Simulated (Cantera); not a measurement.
Cantera run:

```python
import numpy as np
import cantera as ct

gas_names = [...]  # 151 gases of nasa_gas.yaml made of C, H, N, O, Si
cond_names = """
    C(gr) C6H6(L) C7H8(L) C8H18(L),n-octa H2O(s) H2O(L) Si(cr) Si(L) SiC(b) SiO2(Lqz) SiO2(hqz) SiO2(L)
    Si2N2O(s) Si3N4(a)
""".split()


# ... load() reads the species with a 1 bar reference pressure and builds the phases ...
atoms = {
    'TEOS': {'Si': 1, 'C': 8, 'H': 20, 'O': 4},
    'NO': {'N': 1, 'O': 1},
}
top_T = {'C(gr)': 4500, 'SiC(b)': 3050, 'Si2N2O(s)': 2100, 'Si3N4(a)': 2400}  # K; cautious upper limits of use, not melting points


# ... equilibrate(T, P, feed) seeds the gas with the atoms and calls Mixture.equilibrate('TP', solver="vcs", rtol=1e-11, max_steps=5000) ...
results = []
feed = {'TEOS': 1, 'NO': 1.7}  # mol
T = 1075  # K
P = 21  # Pa
mix = equilibrate(T, P, feed)
results.append((T, P, feed, dict(zip(mix.species_names, mix.species_moles))))
x = sorted(zip(gas.X, gas.species_names), reverse=True)
print(f"T = {T:g} K  P = {P:g} Pa  gas = {mix.phase_moles(0):.4g} mol")
print("   x: " + "  ".join(f"{s} {v:.3e}" for v, s in x if v > 1e-05))
print("   condensed (mol): " + ("  ".join(f"{mix.phase(i).name} {mix.phase_moles(i):.4g}"
      for i in range(1, mix.n_phases) if mix.phase_moles(i) > 1e-12) or "none"))
```

It prints:

```
T = 1075 K  P = 21 Pa  gas = 14.55 mol
   x: H2 6.873e-01  CO 2.543e-01  N2 5.842e-02
   condensed (mol): C(gr) 4.3  SiO2(hqz) 1
```

Equilibrium computed with Cantera from the NASA thermochemical tables; the gas is ideal and each condensed phase is pure. The feed counts by its element totals alone.
